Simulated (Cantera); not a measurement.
Feed: 1 mol Mg(OH)2, 1.2 mol CO2, 0.53 mol H2O, 1.4 mol C, at 33.0 Torr.

Equilibrium computed with Cantera from the NASA thermochemical tables; the gas is ideal and each condensed phase is pure. Candidate condensed phases: C, C6H6, C7H8, C8H18, H2O, Mg, MgCO3, MgO, Mg(OH)2; 116 gas species. Equilibrium is a limit: real reactors are often held back by kinetics, nucleation or transport.

x: gas mole fraction; n: condensed amount in mol.

```json
[
 {"T (K)": "598", "x CO2": "0.498", "x CO": "0.00418", "x H2O": "0.371", "x H2": "0.0905", "x CH4": "0.0360", "x H": "<1e-12", "n C(graphite)": "1.06", "n MgO(s)": "1.00"},
 {"T (K)": "798", "x CO2": "0.336", "x CO": "0.269", "x H2O": "0.0879", "x H2": "0.301", "x CH4": "0.00555", "x H": "6.98e-12", "n C(graphite)": "0.268", "n MgO(s)": "1.00"},
 {"T (K)": "998", "x CO2": "___", "x CO": "___", "x H2O": "___", "x H2": "___", "x CH4": "___", "x H": "___", "n C(graphite)": "0", "n MgO(s)": "1.00"},
 {"T (K)": "1198", "x CO2": "0.187", "x CO": "0.443", "x H2O": "0.135", "x H2": "0.235", "x CH4": "3.51e-8", "x H": "4.39e-7", "n C(graphite)": "0", "n MgO(s)": "1.00"},
 {"T (K)": "1398", "x CO2": "___", "x CO": "0.467", "x H2O": "___", "x H2": "___", "x CH4": "___", "x H": "___", "n C(graphite)": "0", "n MgO(s)": "1.00"},
 {"T (K)": "1598", "x CO2": "0.146", "x CO": "0.483", "x H2O": "0.176", "x H2": "0.194", "x CH4": "5.70e-11", "x H": "0.000112", "n C(graphite)": "0", "n MgO(s)": "1.000"},
 {"T (K)": "1798", "x CO2": "0.134", "x CO": "0.495", "x H2O": "0.188", "x H2": "0.182", "x CH4": "6.87e-12", "x H": "0.000716", "n C(graphite)": "0", "n MgO(s)": "1.000"}
]
```

### Question
What belongs in the gaps?

### Answer

- 998, x CO2: 0.221
- 998, x CO: 0.408
- 998, x H2O: 0.101
- 998, x H2: 0.270
- 998, x CH4: 6.12e-6
- 998, x H: 5.32e-9
- 1398, x CO2: 0.163
- 1398, x H2O: 0.159
- 1398, x H2: 0.211
- 1398, x CH4: 8.84e-10
- 1398, x H: 1.04e-5
